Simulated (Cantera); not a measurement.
A Cantera script and its output.

```python
import numpy as np
import cantera as ct

gas = ct.Solution("gri30.yaml")
gas.TPX = 550, 460000, {'CH4': 1, 'O2': 2.44, 'N2': 9.27}
flame = ct.FreeFlame(gas, width=0.014)
flame.set_refine_criteria(ratio=3, slope=0.08, curve=0.16)
flame.transport_model = "mixture-averaged"
flame.solve(loglevel=0, auto=True)
z, T = flame.grid, flame.T
thick = (T[-1] - T[0]) / np.gradient(T, z).max()
show = ['CH4', 'O2', 'H2O2', 'HO2', 'O', 'C2H2']
print(f"laminar burning velocity  {flame.velocity[0] * 100:.3f} cm/s")
print(f"burnt temperature         {T[-1]:.1f} K")
print(f"thermal thickness         {thick * 1e3:.4f} mm")
print(f"grid points               {len(z)}")
z0 = z[flame.heat_release_rate.argmax()]
print(f"{'z/mm':>9s}{'T/K':>9s}{'u/(m/s)':>9s}" + "".join(f"{s:>11s}" for s in show))
rows = []
for k in (-3, -2, -1.5, -1, -0.5, -0.25, 0, 0.25, 0.5, 1, 2, 4, 8):
    zz = z0 + k * thick
    rows.append([k * thick, np.interp(zz, z, T), np.interp(zz, z, flame.velocity),
                 *(np.interp(zz, z, flame.X[gas.species_index(s)]) for s in show)])
    print(f"{rows[-1][0] * 1e3:9.3f}{rows[-1][1]:9.1f}{rows[-1][2]:9.3f}" + "".join(f"{x:11.3e}" for x in rows[-1][3:]))
```

It prints:

```
laminar burning velocity  49.157 cm/s
burnt temperature         2198.0 K
thermal thickness         0.1307 mm
grid points               135
     z/mm      T/K  u/(m/s)        CH4         O2       H2O2        HO2          O       C2H2
   -0.392    550.7    0.492  7.857e-02  1.918e-01  7.516e-08  1.294e-07  2.031e-14  5.210e-09
   -0.261    555.4    0.497  7.815e-02  1.913e-01  6.335e-07  1.096e-06  1.936e-12  5.671e-08
   -0.196    572.3    0.513  7.694e-02  1.900e-01  2.821e-06  5.037e-06  4.801e-11  3.231e-07
   -0.131    661.0    0.595  7.128e-02  1.829e-01  1.464e-05  3.017e-05  2.902e-09  2.435e-06
   -0.065   1050.2    0.953  4.783e-02  1.483e-01  4.999e-05  1.504e-04  2.147e-06  1.789e-05
   -0.033   1424.1    1.299  2.519e-02  1.111e-01  2.490e-05  2.202e-04  4.317e-05  4.126e-05
    0.000   1790.7    1.636  4.814e-03  6.991e-02  2.394e-06  1.335e-04  5.427e-04  5.808e-05
    0.033   1950.2    1.774  1.830e-04  4.933e-02  8.932e-07  3.274e-05  1.782e-03  4.457e-06
    0.065   2019.0    1.828  3.760e-06  4.309e-02  6.951e-07  1.916e-05  1.913e-03  6.625e-08
    0.131   2094.5    1.887  3.841e-09  3.894e-02  4.964e-07  1.102e-05  1.344e-03  3.690e-11
    0.261   2155.0    1.935  1.043e-13  3.646e-02  3.290e-07  5.637e-06  6.951e-04  8.441e-16
    0.523   2187.2    1.960  2.194e-15  3.533e-02  2.387e-07  3.395e-06  3.460e-04  3.887e-19
    1.046   2196.9    1.968  2.725e-16  3.501e-02  2.143e-07  2.865e-06  2.481e-04  2.891e-20
```

Detailed kinetics in Cantera: GRI-Mech 3.0 (53 species, 325 reactions). Burning velocities carry a grid error of a few per cent, more on coarse grids.
